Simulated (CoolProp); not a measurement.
1000 sccm (0 °C, 1 atm) of nitrogen bubbles through liquid toluene at 343.6 K and leaves saturated at a total pressure of 0.15 MPa (ideal gas phase). Each further row changes one setting.

Values from CoolProp's reference Helmholtz-energy equation of state, Lemmon 2006. It is a short technical equation, of lower accuracy than the large ones.

| case | vapour pressure (kPa) | mole fraction of vapour | delivery (mg/min) | delivery (sccm) | change of delivery for a bath 1 K warmer (%) |
|---|---|---|---|---|---|
| as stated | 27.6 | … | 929 | 226 | … |
| bath temperature 348.6 K | 33.1 | 0.221 | … | 284 | … |
| total pressure 0.3 MPa | 27.6 | 0.0922 | … | 102 | … |

Question: What belongs in the gaps?

Answer: 
- as stated, mole fraction of vapour: 0.184
- as stated, change of delivery for a bath 1 K warmer (%): 4.6
- bath temperature 348.6 K, delivery (mg/min): 1170
- bath temperature 348.6 K, change of delivery for a bath 1 K warmer (%): 4.7
- total pressure 0.3 MPa, delivery (mg/min): 417
- total pressure 0.3 MPa, change of delivery for a bath 1 K warmer (%): 4.1
